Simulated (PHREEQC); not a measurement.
0.013 g of hydrous ferric oxide (600 m²/g; 0.2 weak and 0.005 strong sites per Fe, Dzombak-Morel constants, diffuse double layer) in 1 kg of water with 0.01 mol/kgw of an inert sodium salt and 2.2e-06 mol CuCl2, at 25 °C; the pH is set by adding NaOH or the inert anion's acid. Oxygen is held at 0.21 atm. The system is closed to CO2. Precipitation was switched off in this run.

Equilibrium calculation in PHREEQC: ion-association model, wateq4f.dat.

Q: Predict surface charge σ (C/m²), surface potential ψ (mV) at pH = 7, 7.67.

A: 
```csv
pH,surface charge σ (C/m²),surface potential ψ (mV)
7,0.020,68
7.67,0.008,32
```

The database's constant for dissolved Cu(OH)2 is higher than later reviews accept. The oxide is taken as insoluble; below pH 4 it would dissolve.
